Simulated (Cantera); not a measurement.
Input: 1 mol Fe, 1.8 mol SO₂, 100 mol H₂, at 12.0 Pa.

Equilibrium computed with Cantera from the NASA thermochemical tables; the gas is ideal and each condensed phase is pure. Candidate condensed phases: Fe, FeO, Fe(OH)₂, Fe(OH)₃, FeS, FeSO₄, FeS₂, Fe₂O₃, Fe₂(SO₄)₃, Fe₃O₄, H₂O, H₂SO₄, S; 22 gas species. Metal and sulfide melt together well below either melting point, which pure phases cannot show. Mutual solubility and eutectic melting of coexisting phases are not modelled. FeS: taken at fixed stoichiometry. Gases not in the tables: S₃ to S₇. Kinetics and transport are ignored.

What share of the Fe ends up in condensed phases as a function of T (K), at 1100, 1200, 1300, 1400, 1500, 1600, 1700, 1800, 1900?


| T (K) | Fe condensed (%) | as |
|---|---|---|
| 1100 | 100.0 | FeS(s) |
| 1200 | 100.0 | FeS(s) |
| 1300 | 99.9 | Fe(γ) + FeS(s) |
| 1400 | 98.7 | Fe(γ) |
| 1500 | 87.4 | Fe(γ) |
| 1600 | 6.7 | Fe(γ) |
| 1700 | 0.0 | - |
| 1800 | 0.0 | - |
| 1900 | 0.0 | - |
